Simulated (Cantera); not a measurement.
A Cantera script and what it prints.

```python
import numpy as np
import cantera as ct

gas_names = """
    B BH BH2 BH3 BN BO BO2 B2 B2O B2O2 B2O3 B3O3H3 H HBO HBO2 HNO HNO2 HNO3 HO2 H2 H2O H2O2 H3B3O6 N NH
    NH2 NH3 NH2OH NO NO2 NO3 N2 N2H2 N2H4 N2O O OH O2 O3
""".split()
cond_names = """
    B(b) B(L) BN(s) B2O3(L) B3O3H3(cr) H2O(s) H2O(L)
""".split()


# ... load() reads the species with a 1 bar reference pressure and builds the phases ...
atoms = {
    'B2H6': {'B': 2, 'H': 6},
    'H2O': {'H': 2, 'O': 1},
    'N2': {'N': 2},
    'NH3': {'N': 1, 'H': 3},
}
top_T = {'BN(s)': 3200}  # K; cautious upper limits of use, not melting points


# ... equilibrate(T, P, feed) seeds the gas with the atoms and calls Mixture.equilibrate('TP', solver="vcs", rtol=1e-11, max_steps=5000) ...
results = []
feed = {'B2H6': 1, 'H2O': 0.23, 'N2': 4.4, 'NH3': 0.22}  # mol
P = 1000  # Pa
for T in [1475, 1525, 1575, 1625, 1675, 1725, 1775, 1825, 1875]:
    mix = equilibrate(T, P, feed)
    results.append((T, P, feed, dict(zip(mix.species_names, mix.species_moles))))

top = {s: max(r[3][s] / sum(r[3][g] for g in gas_names) for r in results) for s in gas_names}
cols = sorted((s for s in top if top[s] > 1e-06), key=lambda s: -top[s])[:5]
seen = [c for c in cond_names if any(r[3].get(c, 0) > 1e-12 for r in results)]
print("log10 of partial pressures in bar; condensed amounts in mol")
print(f"{'T/K':>10s}" + "".join(f"{s[:9]:>10s}" for s in cols + seen))
for T, P, feed, n in results:
    ng = sum(n[g] for g in gas_names)
    print(f"{T:10.4g}" + "".join(f"{np.log10(max(n[s] / ng * P / 1e5, 1e-99)):10.3f}" for s in cols)
          + "".join(f"{n.get(c, 0):10.4g}" for c in seen))
```

It prints:

```
log10 of partial pressures in bar; condensed amounts in mol
       T/K        N2        H2       HBO      HBO2         H     BN(s)   B2O3(L)
      1475    -2.302    -2.308    -4.763    -4.303    -6.041     1.857   0.03763
      1525    -2.304    -2.312    -4.433    -4.118    -5.782     1.858  0.002721
      1575    -2.304    -2.313    -4.247    -4.190    -5.538     1.849         0
      1625    -2.304    -2.314    -4.091    -4.296    -5.309     1.837         0
      1675    -2.304    -2.316    -3.959    -4.424    -5.093     1.824         0
      1725    -2.304    -2.318    -3.854    -4.581    -4.890     1.809         0
      1775    -2.305    -2.320    -3.776    -4.773    -4.699     1.796         0
      1825    -2.305    -2.322    -3.726    -5.001    -4.517     1.786         0
      1875    -2.306    -2.324    -3.701    -5.260    -4.346     1.778         0
```

Equilibrium computed with Cantera from the NASA thermochemical tables; the gas is ideal and each condensed phase is pure. The feed counts by its element totals alone. Mutual solubility and eutectic melting of coexisting phases are not modelled.
